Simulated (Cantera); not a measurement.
Input: 1 mol Si, 1.9 mol HCl, equilibrated at 625 K and 5.63 Torr.

These are equilibrium values from Cantera (NASA tables, ideal gas, pure condensed phases), not measurements of a reactor. Candidate condensed phases: Si; 19 gas species. Kinetics and transport are ignored.

Base state: H2 0.654, SiCl4 0.308, SiHCl3 0.0380, HCl 0.000256, SiH2Cl2 0.000254 (mole fractions); condensed: Si(s).

Q: What changes in the equilibrium state with this change: pressure from 5.63 Torr to 33.8 Torr?

A: 
```
species       before     after
----------  --------  --------
H2             0.654     0.647
SiCl4          0.308     0.295
SiHCl3        0.0380    0.0573
SiH2Cl2     0.000254  0.000602
HCl         0.000256  0.000161
Si(s), mol     0.511     0.505
```

Q: What changes in the equilibrium state with this change: pressure from 5.63 Torr to 75.0 Torr?

A: 
```csv
species,before,after
H2,0.654,0.643
SiCl4,0.308,0.287
SiHCl3,0.0380,0.0684
SiH2Cl2,0.000254,0.000881
HCl,0.000256,0.000131
"Si(s), mol",0.511,0.500
```

Q: What changes in the equilibrium state with this change: pressure from 5.63 Torr to 120 Torr?

A: 
| species | before | after |
|---|---|---|
| H2 | 0.654 | 0.641 |
| SiCl4 | 0.308 | 0.282 |
| SiHCl3 | 0.0380 | 0.0758 |
| SiH2Cl2 | 0.000254 | 0.00110 |
| HCl | 0.000256 | 0.000115 |
| Si(s), mol | 0.511 | 0.498 |
